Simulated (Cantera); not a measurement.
A diamond (100) surface in a fixed gas of H2 with x(CH4) = 0.024, x(H) = 0.00022, x(CH3) = 0.00059, 8.25 Torr; coverages are run to steady state.

Model: the Harris–Goodwin 1993 mechanism for the reconstructed diamond (100) surface, integrated in Cantera.

One state of this run: growth (µm/h) = 0.0130; θ c6HH = 0.568; θ c6H* = 0.0402; θ c6*H = 0.382; θ c6** = 0.00943; θ c6HM = 3.40e-5. θ: site fractions in the mechanism's names (c6HH fully hydrogenated, c6H* and c6*H radical sites, c6** diradical, c6HM methylated).

Question: Which value of T (K) does it belong to?
A) 1375
B) 1150
C) 1075
D) 1000

Answer: A, 1375
